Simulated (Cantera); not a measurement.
Charge: 1 mol Cu2O, 2 mol CO, 1.7 mol N2, held at 0.000130 bar.

Equilibrium computed with Cantera from the NASA thermochemical tables; the gas is ideal and each condensed phase is pure. Candidate condensed phases: C, Cu, CuO, Cu2O; 27 gas species. Kinetics and transport are ignored. All values below are at 1950 K.

Base state: Cu 0.348, N2 0.296, CO 0.186, CO2 0.162, O2 0.00434, O 0.00261, NO 0.000586, CuO 2.94e-5 (mole fractions); condensed: gas only.

Problem. What changes in the equilibrium state with this change: pressure from 0.000130 bar to 0.00340 bar?

Solution. 
| species | before | after |
|---|---|---|
| Cu | 0.348 | 0.350 |
| N2 | 0.296 | 0.298 |
| CO | 0.186 | 0.176 |
| CO2 | 0.162 | 0.175 |
| O2 | 0.00434 | 0.000215 |
| Cu2 | 2.05e-5 | 0.000540 |
| O | 0.00261 | 0.000113 |
| NO | 0.000586 | 0.000131 |
| CuO | 2.94e-5 | 3.36e-5 |
